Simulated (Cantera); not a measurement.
A closed system holds: 1 mol SiC, 4.4 mol H2O, a varied amount of H2, equilibrated at 1302 °C and 5180 Torr.

These are equilibrium values from Cantera (NASA tables, ideal gas, pure condensed phases), not measurements of a reactor. Candidate condensed phases: C, C6H6, C7H8, C8H18, H2O, Si, SiC, SiO2; 123 gas species. The tables hold silica as quartz up to 1696 K and as liquid above; real silica turns to tridymite and cristobalite and melts near 1996 K. Gases not in the tables: Si(OH)4. Rates play no part.

log p: log10 of the partial pressure in bar; n: condensed amount in mol.

```
n(H2) (mol)  log p H2  log p H2O  log p CO  log p CO2  n SiO2(β-quartz)
-----------  --------  ---------  --------  ---------  ----------------
4.6              0.72      -0.03     -0.19      -1.41              1.00
6.6              0.74        [?]       [?]        [?]              1.00
9.5              0.76      -0.20     -0.35      -1.78              1.00
14               0.78        [?]       [?]        [?]              1.00
20               0.80      -0.43     -0.58      -2.26             1.000
28               0.81      -0.54     -0.69      -2.50             1.000
41               0.82      -0.68     -0.83      -2.80             1.000
58               0.82      -0.82     -0.97      -3.07             1.000
84               0.83      -0.97     -1.12      -3.37             1.000
120              0.83      -1.11     -1.26      -3.67             1.000
```

Problem. What belongs in the gaps?

Solution. 
- 6.6, log p H2O: -0.11
- 6.6, log p CO: -0.26
- 6.6, log p CO2: -1.58
- 14, log p H2O: -0.31
- 14, log p CO: -0.46
- 14, log p CO2: -2.02
